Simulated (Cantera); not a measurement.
# Diamond growth

A diamond (100) surface in a fixed gas of H2 with x(CH4) = 0.013, x(H) = 0.029, x(CH3) = 9.5e-05, at 975 K; coverages are run to steady state.

Computed with Cantera and the Harris–Goodwin 1993 mechanism for the reconstructed diamond (100) surface.

| P (Pa) | growth (µm/h) | θ c6HH | θ c6H* | θ c6*H | θ c6** | θ c6HM |
|---|---|---|---|---|---|---|
| 420 | 0.181 | 0.618 | 0.0162 | 0.355 | 0.00815 | 0.00191 |
| 710 | 0.311 | 0.618 | 0.0162 | 0.355 | 0.00815 | 0.00194 |
| 1200 | 0.530 | 0.618 | 0.0162 | 0.355 | 0.00816 | 0.00196 |
| 2100 | 0.934 | 0.618 | 0.0163 | 0.355 | 0.00817 | 0.00197 |
| 3500 | 1.56 | 0.618 | 0.0163 | 0.355 | 0.00818 | 0.00198 |
| 5900 | 2.64 | 0.618 | 0.0165 | 0.355 | 0.00819 | 0.00198 |
| 10000 | 4.49 | 0.618 | 0.0167 | 0.354 | 0.00823 | 0.00199 |
| 17000 | 7.66 | 0.618 | 0.0171 | 0.354 | 0.00828 | 0.00199 |
θ: site fractions in the mechanism's names (c6HH fully hydrogenated, c6H* and c6*H radical sites, c6** diradical, c6HM methylated).
